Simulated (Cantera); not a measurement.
A jet of 1.68 % CH₄, 9.96 % O₂, 88.4 % N₂, equivalence ratio 0.34 at 300 K and 0.188 atm hits a platinum plate 4 cm away at a mass flux of 0.12 kg/m²/s; the plate temperature is set and raised in steps from an oxygen-covered start.

Cantera simulation using Deutschmann's 1995 Pt surface mechanism with GRI-Mech 3.0 gas chemistry; the numbers are that mechanism's predictions, not measurements. Catalytic surfaces can have several steady states; this one follows from the mechanism file's or the stated starting coverage.

One state of this run: wall x CH₄ = 0.00279; wall x O₂ = 0.0700; wall x H₂O = 0.0257; wall x OH = 1.53e-6; wall x CO = 4.14e-6; wall x CO₂ = 0.0170; θ free Pt = 0.504; θ O* = 0.495; θ OH* = 0.000994. x: mole fraction at the wall; θ: surface coverage.

Which value of plate T (K) does it belong to?
(A) 1000
(B) 1150
(C) 1100
(D) 1050

B, 1150
